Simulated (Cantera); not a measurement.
Input (Python, Cantera) and output of one run.

```python
import numpy as np
import cantera as ct

gas_names = [...]  # 113 gases of nasa_gas.yaml made of C, Cu, H, O
cond_names = """
    C(gr) C6H6(L) C7H8(L) C8H18(L),n-octa Cu(cr) Cu(L) CuO(s) CuO2H2(s) Cu2O(s) Cu2O(L) H2O(s) H2O(L)
""".split()


# ... load() reads the species with a 1 bar reference pressure and builds the phases ...
atoms = {
    'Cu': {'Cu': 1},
    'H2O': {'H': 2, 'O': 1},
    'H2': {'H': 2},
    'CO': {'C': 1, 'O': 1},
}
top_T = {'C(gr)': 4500, 'CuO(s)': 1390}  # K; cautious upper limits of use, not melting points


# ... equilibrate(T, P, feed) seeds the gas with the atoms and calls Mixture.equilibrate('TP', solver="vcs", rtol=1e-11, max_steps=5000) ...
results = []
feed = {'Cu': 1, 'H2O': 3.6, 'H2': 1.9, 'CO': 22}  # mol
T = 1850  # K
P = 4600  # Pa
mix = equilibrate(T, P, feed)
results.append((T, P, feed, dict(zip(mix.species_names, mix.species_moles))))
print(gas.report(threshold=0.0001))
for i in range(1, mix.n_phases):
    print(f"{mix.phase(i).name:16s} {mix.phase_moles(i):12.5e} mol")
```

Result:

```
       temperature   1850 K
          pressure   4600 Pa
           density   0.0076846 kg/m^3
  mean mol. weight   25.696 kg/kmol
   phase of matter   gas

                          1 kg             1 kmol
                     ---------------   ---------------
          enthalpy       -2.3302e+06       -5.9877e+07  J
   internal energy       -2.9288e+06       -7.5259e+07  J
           entropy             10986        2.8229e+05  J/K
    Gibbs function       -2.2653e+07       -5.8211e+08  J
 heat capacity c_p            1474.9             37899  J/K
 heat capacity c_v            1151.3             29584  J/K

                      mass frac. Y      mole frac. X     chem. pot. / RT
                     ---------------   ---------------   ---------------
                CO           0.77532           0.71128           -38.046
               CO2           0.12294          0.071783           -62.569
                Cu          0.051057          0.020646           -7.4877
                 H        3.6729e-05         0.0009363           -12.144
                H2          0.010902           0.13896           -24.288
               H2O          0.039488          0.056326           -48.811
     [ +107 minor]        0.00026039        7.7128e-05

C(gr)             0.00000e+00 mol
Cu(L)             4.17198e-01 mol
Cu2O(L)           0.00000e+00 mol
```

Cantera equilibrium calculation (NASA polynomials, part measured and part estimated; ideal gas, pure solids and liquids).
